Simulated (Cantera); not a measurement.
A Cantera script and its output.

```python
import numpy as np
import cantera as ct

gas = ct.Solution("SiF4_NH3_mec.yaml", "gas")
gas.TPX = 2250, 1000, {'NH3': 1, 'N2': 0.75}
reactor = ct.IdealGasConstPressureReactor(gas, energy="off", clone=False)
net = ct.ReactorNet([reactor])
net.rtol, net.atol = 1e-08, 1e-18
show = ['NH3', 'N2H4', 'NH', 'H2', 'N2', 'N2H2']
times = np.geomspace(5e-06, 2, 13)

steps = ct.SolutionArray(gas, extra=["t"])
rows = []
print(f"{'t/s':>10s}{'T/K':>9s}{'P/Pa':>11s}" + "".join(f"{s:>11s}" for s in show))
for t in times:
    while net.time < t:
        t_next = net.step()
        steps.append(gas.state, t=t_next)
    rows.append([np.interp(t, steps.t, y) for y in (steps.T, steps.P, *steps(*show).X.T)])
    print(f"{t:10.3e}{rows[-1][0]:9.1f}{rows[-1][1]:11.4g}" + "".join(f"{x:11.3e}" for x in rows[-1][2:]))
rate = np.gradient(steps.T, steps.t)
print("integrator steps:", len(steps.t))
if steps.T.max() > steps.T[0] + 200:
    print(f"time of steepest temperature rise: {steps.t[rate.argmax()]:.4e} s")
gas.TPX = 2250, 1000, {'NH3': 1, 'N2': 0.75}
gas.equilibrate("TP")
print(f"equilibrium (TP): T = {gas.T:.1f} K  " + "  ".join(f"{s} {gas[s].X[0]:.3e}" for s in show))
```

Output:

```
       t/s      T/K       P/Pa        NH3       N2H4         NH         H2         N2       N2H2
 5.000e-06   2250.0       1000  5.714e-01  7.630e-15  3.103e-11  1.270e-06  4.286e-01  8.338e-13
 1.465e-05   2250.0       1000  5.714e-01  1.581e-13  5.549e-10  6.788e-06  4.286e-01  2.810e-11
 4.292e-05   2250.0       1000  5.714e-01  2.101e-12  7.067e-09  2.578e-05  4.286e-01  7.146e-10
 1.257e-04   2250.0       1000  5.712e-01  2.082e-11  8.204e-08  8.196e-05  4.285e-01  1.139e-08
 3.684e-04   2250.0       1000  5.708e-01  1.857e-10  1.002e-06  2.484e-04  4.285e-01  1.383e-07
 1.079e-03   2250.0       1000  5.695e-01  1.552e-09  9.007e-06  8.045e-04  4.283e-01  1.645e-06
 3.162e-03   2250.0       1000  5.644e-01  9.310e-09  3.627e-05  4.153e-03  4.279e-01  1.236e-05
 9.265e-03   2250.0       1000  5.428e-01  1.305e-08  6.284e-05  2.420e-02  4.286e-01  2.097e-05
 2.714e-02   2250.0       1000  4.820e-01  8.544e-09  7.869e-05  8.269e-02  4.316e-01  1.744e-05
 7.953e-02   2250.0       1000  3.480e-01  4.344e-09  8.454e-05  2.111e-01  4.379e-01  1.095e-05
 2.330e-01   2250.0       1000  1.547e-01  1.240e-09  6.808e-05  3.960e-01  4.469e-01  3.844e-06
 6.826e-01   2250.0       1000  2.424e-02  8.762e-11  3.389e-05  5.203e-01  4.528e-01  4.233e-07
 2.000e+00   2250.0       1000  8.424e-05  2.854e-14  3.301e-06  5.358e-01  4.517e-01  5.122e-10
integrator steps: 1376
equilibrium (TP): T = 2250.0 K  NH3 3.317e-08  N2H4 9.206e-20  NH 2.690e-08  H2 5.044e-01  N2 4.425e-01  N2H2 2.709e-14
```

Computed with Cantera and the gas-phase N/H chemistry of the illustrative SiF4/NH3 mechanism in the Surface Chemkin manual (1991). Walls and surfaces, which speed up NH3 decomposition in real reactors, are not modelled.
